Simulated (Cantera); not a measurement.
A perfectly stirred reactor is fed with CH4 : CO2 : H2 = 1 : 0.76 : 1.3 (molar parts), at 1.01 bar; it is held at 1625 K, and followed from long to short residence time.

Computed with Cantera and GRI-Mech 3.0 (53 species, 325 reactions).

Problem. What does this change do: CO2 0.76 to 0.2 parts?

Solution. 
| quantity | before | after |
|---|---|---|
| x(CH4) at τ = 5.20 s | 0.0370 | 0.0571 |
| x(CO2) at τ = 5.20 s | 0.0130 | 0.00136 |
| x(H2) at τ = 5.20 s | 0.563 | 0.726 |
| x(O2) at τ = 5.20 s | <1e-12 | <1e-12 |
| x(C2H2) at τ = 5.20 s | 0.0532 | 0.0941 |
| x(CH4) at τ = 16.0 ms | 0.268 | 0.327 |
| x(CO2) at τ = 16.0 ms | 0.198 | 0.0617 |
| x(H2) at τ = 16.0 ms | 0.431 | 0.556 |
| x(O2) at τ = 16.0 ms | 1.68e-12 | <1e-12 |
| x(C2H2) at τ = 16.0 ms | 0.0190 | 0.0222 |
GRI-Mech 3.0 stops at C3 and has no aromatics, soot or wall deposition, so with more carbon than oxygen in the feed, carbon stays in small species such as C2H2 where larger ones or solid carbon would form.

Problem. What does this change do: CH4 1 to 0.11 parts?

Solution. 
| quantity | before | after |
|---|---|---|
| x(CH4) at τ = 5.20 s | 0.0370 | 0.0103 |
| x(CO2) at τ = 5.20 s | 0.0130 | 0.0607 |
| x(H2) at τ = 5.20 s | 0.563 | 0.392 |
| x(O2) at τ = 5.20 s | <1e-12 | 2.54e-11 |
| x(C2H2) at τ = 5.20 s | 0.0532 | 0.00380 |
| x(CH4) at τ = 16.0 ms | 0.268 | 0.0481 |
| x(CO2) at τ = 16.0 ms | 0.198 | 0.272 |
| x(H2) at τ = 16.0 ms | 0.431 | 0.524 |
| x(O2) at τ = 16.0 ms | 1.68e-12 | 8.34e-12 |
| x(C2H2) at τ = 16.0 ms | 0.0190 | 0.000974 |
